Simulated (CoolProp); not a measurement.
Vapour-liquid equilibrium of benzene (1) + octamethylcyclotetrasiloxane (D4) (2) at 0.78 MPa; x and y are mole fractions of (1).

The numbers come from the multi-fluid Helmholtz-energy mixture model, Thol 2012 and Thol 2015; pair parameters Bell 2016 in CoolProp.

Q: Give the bubble temperature and the first vapour's composition at x = 0.05, 0.35, 0.5. Is there an azeotrope?

A: x = 0.05: 271.7 °C, y = 0.107; x = 0.35: 227.3 °C, y = 0.676; x = 0.5: 207.9 °C, y = 0.826. No azeotrope shows between x = 0.05 and 0.95.

Pair parameters are fitted to limited data, so mixtures are less certain than the pure fluids.
